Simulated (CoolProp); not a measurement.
A single-stage vapour-compression cycle with R1233zd(E): evaporating at 256.15 K (dew point), condensing at 289.15 K (bubble point), superheat 0 K, subcooling 8 K, compressor efficiency 0.75, no pressure losses. Each further row changes one setting.

Computed with CoolProp (reference Helmholtz-energy equation of state, Akasaka 2022).

| case | cooling COP | pressure ratio | discharge temperature (K) | refrigerating effect (kJ/kg) | volumetric capacity (kJ/m³) |
|---|---|---|---|---|---|
| as stated | 5.49 | 4.31 | 302.8 | 182 | 246 |
| evaporating temperature 261.15 K | 6.71 | 3.35 | 300.0 | 186 | 316 |
| condensing temperature 284.15 K | 6.59 | 3.54 | 296.4 | 188 | 253 |
| subcooling 13 K | 5.66 | 4.31 | 302.8 | 188 | 253 |
| superheat 10 K | 5.49 | 4.31 | 313.1 | 189 | 245 |
| compressor efficiency 0.65 | 4.76 | 4.31 | 309.1 | 182 | 246 |
